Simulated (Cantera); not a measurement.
Input: 1 mol B2O3, 0.35 mol NH3, 7.9 mol N2, equilibrated at 7.00 mbar.

These are equilibrium values from Cantera (NASA tables, ideal gas, pure condensed phases), not measurements of a reactor. Candidate condensed phases: B, BN, B2O3, B3O3H3, H2O; 39 gas species. Mutual solubility and eutectic melting of coexisting phases are not modelled. The numbers say what is thermodynamically allowed, not how fast it happens.

log p: log10 of the partial pressure in bar; n: condensed amount in mol.

| T (K) | log p N2 | log p B2O3 | log p H2 | log p HBO2 | log p BO | log p HBO | log p H | n BN(s) | n B2O3(l) |
|---|---|---|---|---|---|---|---|---|---|
| 1500 | -2.18 | -4.66 | -3.39 | -4.73 | -6.80 | -5.15 | -6.45 | 0.00452 | 0.954 |
| 1600 | -2.19 | -3.83 | -3.42 | -4.35 | -5.80 | -4.60 | -5.98 | 0 | 0.757 |
| 1700 | -2.23 | -3.21 | -3.52 | -3.95 | -5.12 | -4.35 | -5.59 | 0 | 0 |
| 1800 | -2.23 | -3.22 | -3.54 | -3.90 | (withheld) | -4.31 | (withheld) | 0 | 0 |
| 1900 | -2.23 | -3.23 | -3.56 | -3.85 | -4.42 | -4.30 | -4.88 | 0 | 0 |
| 2000 | -2.23 | -3.25 | -3.59 | -3.80 | (withheld) | -4.31 | (withheld) | 0 | 0 |
| 2100 | -2.24 | -3.28 | -3.63 | -3.75 | -3.93 | -4.36 | -4.32 | 0 | 0 |

Problem. Fill in the missing entries.

Solution. 
- 1800, log p BO: -4.74
- 1800, log p H: -5.21
- 2000, log p BO: -4.15
- 2000, log p H: -4.58
